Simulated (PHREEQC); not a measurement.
Make-up at 71 °C: 1.6 mmol/kgw Cu(BF4)2, 38 mmol/kgw HBF4 and 0.91 mmol/kgw KCl. Closed to the air; pH follows from the charge balance.

Model: ion-association model, phreeqc.dat, run in PHREEQC.

| quantity | before | after |
|---|---|---|
| pH | 1.55 | 1.50 |
| ionic strength (mol/kgw) | 0.0390 | 0.0424 |
| BF4- (mol/kgw) | 0.0343 | 0.0382 |
| HF (mol/kgw) | 0.0218 | 0.00755 |
| BF3OH- (mol/kgw) | 0.00148 | 0.00127 |
| SI of Sylvite (KCl) | -7.36 | -7.04 |

### Question
Which change was made?
(A) KCl from 0.00091 to 0.00455 mol/kgw
(B) HBF4 left out
(C) temperature from 71 to 5 °C
(D) diluted 100-fold with water
(E) diluted 2-fold with water

### Answer
C, temperature from 71 to 5 °C

This is a speciation only: nothing precipitates in the calculation. At this temperature some constants are extrapolated from 25 °C, and those without enthalpy data are left unchanged. Real BF4- forms and hydrolyses slowly; the run takes it at equilibrium.
